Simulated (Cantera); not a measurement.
Feed: 1 mol C2H4, 10 mol H2, held at 1 atm.

Method: chemical equilibrium by Gibbs-energy minimisation in Cantera with the NASA 1993 tables (ideal gas, pure condensed phases). Candidate condensed phases: C, C6H6, C7H8, C8H18; 76 gas species. Kinetics and transport are ignored.

x: gas mole fraction; n: condensed amount in mol.

| T (°C) | x H2 | x H | x C2H2 (acetylene) | x C4H2 | n C(graphite) |
|---|---|---|---|---|---|
| 2125 | 0.978 | 0.0155 | 0.00675 | 1.92e-5 | 1.83 |
| 2175 | 0.972 | ? | ? | ? | 1.79 |
| 2225 | 0.965 | 0.0243 | 0.0104 | 4.59e-5 | 1.74 |
| 2275 | 0.957 | 0.0301 | 0.0126 | 6.89e-5 | 1.69 |
| 2325 | 0.948 | ? | ? | ? | 1.62 |
| 2375 | 0.937 | 0.0447 | 0.0182 | 0.000147 | 1.54 |
| 2425 | 0.924 | 0.0538 | 0.0216 | 0.000210 | 1.45 |
| 2475 | 0.909 | 0.0643 | 0.0254 | 0.000295 | 1.34 |
| 2525 | 0.893 | 0.0763 | 0.0296 | 0.000408 | 1.23 |
| 2575 | 0.875 | 0.0898 | 0.0342 | 0.000556 | 1.09 |
| 2625 | 0.854 | 0.105 | 0.0391 | 0.000746 | 0.942 |

Some entries are withheld; supply them.


- 2175, x H: 0.0195
- 2175, x C2H2 (acetylene): 0.00840
- 2175, x C4H2: 3.00e-5
- 2325, x H: 0.0368
- 2325, x C2H2 (acetylene): 0.0152
- 2325, x C4H2: 0.000102
